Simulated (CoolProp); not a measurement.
Vapour-liquid equilibrium of R22 (1) + R152A (2) at 1.81 MPa; x and y are mole fractions of (1).

Values from CoolProp's multi-fluid Helmholtz-energy mixture model, Kamei 1995 and Outcalt 1996; pair parameters Bell 2016.

| x | bubble temperature, mixture model (°C) | bubble temperature, Raoult's law (°C) | y, mixture model | y, Raoult's law |
|---|---|---|---|---|
| 0.05 | 67.2 | 66.8 | 0.063 | 0.078 |
| 0.15 | 65.4 | 64.3 | 0.185 | 0.221 |
| 0.25 | 63.4 | 61.9 | 0.304 | 0.349 |
| 0.35 | 61.4 | 59.6 | 0.417 | 0.466 |
| 0.45 | 59.4 | 57.4 | 0.526 | 0.571 |
| 0.55 | 57.2 | 55.3 | 0.629 | 0.666 |
| 0.65 | 55.0 | 53.3 | 0.725 | 0.753 |
| 0.75 | 52.7 | 51.4 | 0.814 | 0.832 |
| 0.85 | 50.4 | 49.6 | 0.895 | 0.903 |
| 0.95 | 48.1 | 47.8 | 0.967 | 0.969 |

The largest gap from Raoult's law is +2.0 K in bubble temperature, at x = 0.45. No azeotrope shows between x = 0.05 and 0.95.

Pair parameters are fitted to limited data, so mixtures are less certain than the pure fluids.
